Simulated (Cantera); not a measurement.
Mixture: CH3OH : O2 : N2 = 1 : 1.36 : 5.13 (molar parts), at 2400 Torr, adiabatic and at constant volume. Ignition delay is the time to a rise of 400 K.

Detailed kinetics in Cantera: GRI-Mech 3.0 (53 species, 325 reactions). GRI-Mech 3.0 was tuned for natural gas; its chemistry of methanol as a main component is partial and can be far from experiment.

What does this change do: CH3OH 1 to 0.38 parts?


```csv
quantity,before,after
delay at 1275 K,1.04 ms,1.31 ms
delay at 1475 K,89.0 µs,0.122 ms
delay at 1675 K,15.7 µs,24.2 µs
delay at 1875 K,4.32 µs,7.20 µs
apparent activation energy between 1775 and 1975 K,160 kJ/mol,160 kJ/mol
```
